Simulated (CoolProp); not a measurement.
R1224YDZ at several states: fugacity coefficient from the reference equation and from simpler models built on Tc = 428.7 K, pc = 3.334 MPa, ω = 0.325; each cubic takes its own stable root.

Values from CoolProp's reference Helmholtz-energy equation of state, Akasaka 2023.

| T (K) | p (MPa) | phase | reference |
|---|---|---|---|
| 456 | 2.31 | gas | 0.8142 |
| 185.3 | 0.577 | liquid | 0.0001960 |
| 445.5 | 13.3 | supercritical | 0.3053 |
| 364.9 | 0.346 | gas | 0.9373 |
| 431.9 | 0.0115 | gas | 0.9988 |

How far does each simpler model (Redlich-Kwong, Soave-Redlich-Kwong, Peng-Robinson) lie from the reference over these 5 states: mean and median of the absolute difference, and the worst?


- Redlich-Kwong: mean 124.8 %, median 0.8 %, worst +617.3 % at 185.3 K and 0.577 MPa
- Soave-Redlich-Kwong: mean 4.3 %, median 0.5 %, worst +11.6 % at 185.3 K and 0.577 MPa
- Peng-Robinson: mean 6.5 %, median 0.4 %, worst +30.3 % at 185.3 K and 0.577 MPa
